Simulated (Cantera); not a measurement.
Input: 1 mol NaCl, 1.9 mol H₂, 30 mol N₂, at 1.70e-6 bar.

Cantera equilibrium calculation (NASA polynomials, part measured and part estimated; ideal gas, pure solids and liquids). Candidate condensed phases: NH₄Cl, Na, NaCl; 17 gas species. Rates play no part.

### Question
At 1525 °C, list the 5 most abundant gas species with their mole fractions, and the condensed phases.

### Answer
N₂ 0.874, H 0.0448, H₂ 0.0276, Na 0.0242, Cl 0.0134. Condensed: gas only.
